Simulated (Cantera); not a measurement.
Input (Python, Cantera):

```python
import numpy as np
import cantera as ct

gas = ct.Solution("gri30.yaml")


def delay(T, t_max=10):
    gas.TPX = T, 1000000, {'CH4': 1, 'H2': 0.3, 'O2': 4.13, 'N2': 13.6}
    reactor = ct.IdealGasConstPressureReactor(gas, clone=False)
    net = ct.ReactorNet([reactor])
    net.rtol, net.atol = 1e-8, 1e-16
    while net.time < t_max:
        t_old, T_old = net.time, reactor.T
        net.step()
        if reactor.T > T + 400:  # ignition: a rise of 400 K
            return t_old + (T + 400 - T_old) / (reactor.T - T_old) * (net.time - t_old)
    return np.nan


taus = []
for T in [1000, 1050, 1100, 1150, 1200, 1250, 1300]:
    taus.append(delay(T))
    print(f"T0 = {T:6g} K   tau = {taus[-1]:.4e} s")
```

It prints:

```
T0 =   1000 K   tau = 1.8046e-02 s
T0 =   1050 K   tau = 6.0162e-03 s
T0 =   1100 K   tau = 2.2836e-03 s
T0 =   1150 K   tau = 1.0253e-03 s
T0 =   1200 K   tau = 5.4184e-04 s
T0 =   1250 K   tau = 3.2226e-04 s
T0 =   1300 K   tau = 2.0601e-04 s
```

Detailed kinetics in Cantera: GRI-Mech 3.0 (53 species, 325 reactions).
